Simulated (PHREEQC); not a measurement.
A solution holds 1.3 mmol/kgw FeCl3 and 35 mmol/kgw MnSO4, at 20 °C. Closed to the air; pH follows from the charge balance.

Computed with PHREEQC (ion-association model, phreeqc.dat).

The ionic strength comes out as 0.0920 mol/kgw. What activity coefficients do MnCl+, Fe+3, FeHSO4+2, Fe(SO4)2-, Fe(OH)2+ get?

MnCl+ 0.79, Fe+3 0.19, FeHSO4+2 0.38, Fe(SO4)2- 0.79, Fe(OH)2+ 0.79.

Precipitation was switched off in this run. The solution is supersaturated, for example in Fe(OH)3(a), Hematite (slow to form), so a real one may precipitate; this is no full list.
